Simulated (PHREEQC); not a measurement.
0.1 mol of Fluorite (CaF2) is brought to equilibrium with 1 kg of water holding 0.004 mol Na2SO4, with rising amounts of KHF2, at 7.4 °C. Oxygen alone is held at its pressure in air (log pO2 = -0.68). The system is closed to CO2. The run lets Fluorite precipitate or redissolve, and no other solid.

All values are PHREEQC results (ion-association model, wateq4f.dat), not measurements.

| KHF2 added (mol) | pH | dissolved Ca (mol/kgw) | Ca+2 (mol/kgw) | F- (mol/kgw) |
|---|---|---|---|---|
| 0 | 7.41 | 0.000208 | 0.000163 | 0.000414 |
| 0.00833 | 3.11 | 4.91e-7 | 3.95e-7 | 0.00910 |
| 0.0167 | 3.08 | 1.57e-7 | 1.27e-7 | 0.0170 |
| 0.025 | 3.07 | 8.24e-8 | 6.71e-8 | 0.0245 |
| 0.0333 | 3.07 | 5.30e-8 | 4.31e-8 | 0.0318 |
| 0.0417 | 3.08 | 3.78e-8 | 3.08e-8 | 0.0390 |
| 0.05 | 3.08 | 2.90e-8 | 2.35e-8 | 0.0460 |
| 0.0583 | 3.09 | 2.33e-8 | 1.89e-8 | 0.0528 |
| 0.0667 | 3.09 | 1.93e-8 | 1.56e-8 | 0.0596 |
| 0.075 | 3.10 | 1.64e-8 | 1.32e-8 | 0.0662 |
| 0.0833 | 3.10 | 1.43e-8 | 1.14e-8 | 0.0727 |
| 0.0917 | 3.10 | 1.26e-8 | 1.00e-8 | 0.0791 |
| 0.1 | 3.11 | 1.12e-8 | 8.92e-9 | 0.0855 |

wateq4f.dat counts part of the HF as a dimer, H2F2, which phreeqc.dat doesn't know; its constant is uncertain. At this temperature some constants are extrapolated from 25 °C, and those without enthalpy data are left unchanged.
